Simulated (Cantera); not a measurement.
**Catalytic stagnation flow on Pt**

A jet of 3.99 % CH4, 5.93 % O2, 90.1 % N2, equivalence ratio 1.3 at 300 K and 4900 Pa hits a platinum plate 3.5 cm away at a mass flux of 0.059 kg/m²/s; the plate temperature is set and raised in steps from an oxygen-covered start.

Model: Deutschmann's 1995 Pt surface mechanism with GRI-Mech 3.0 gas chemistry, integrated in Cantera. Catalytic surfaces can have several steady states; this one follows from the mechanism file's or the stated starting coverage.

| plate T (K) | wall x CH4 | wall x O2 | wall x H2O | wall x OH | wall x CO | wall x CO2 | θ free Pt | θ CO* | θ C* |
|---|---|---|---|---|---|---|---|---|---|
| 900 | 0.00692 | 0.00317 | 0.0608 | <1e-8 | 0.0269 | 0.00892 | 0.747 | 0.249 | 0.00394 |
| 950 | 0.00559 | 0.00264 | 0.0627 | <1e-8 | 0.0311 | 0.00571 | 0.846 | 0.148 | 0.00514 |
| 1000 | 0.00490 | 0.00240 | 0.0628 | <1e-8 | 0.0324 | 0.00504 | 0.916 | 0.0797 | 0.00416 |
| 1050 | 0.00461 | 0.00232 | 0.0619 | <1e-8 | 0.0320 | 0.00588 | 0.956 | 0.0408 | 0.00234 |
| 1100 | 0.00452 | 0.00233 | 0.0605 | 1.00e-8 | 0.0307 | 0.00743 | 0.977 | 0.0208 | 0.00118 |
| 1150 | 0.00454 | 0.00239 | 0.0589 | 2.65e-8 | 0.0291 | 0.00937 | 0.988 | 0.0108 | 0.000596 |
| 1200 | 0.00460 | 0.00247 | 0.0570 | 6.54e-8 | 0.0271 | 0.0116 | 0.993 | 0.00579 | 0.000310 |
x: mole fraction at the wall; θ: surface coverage.
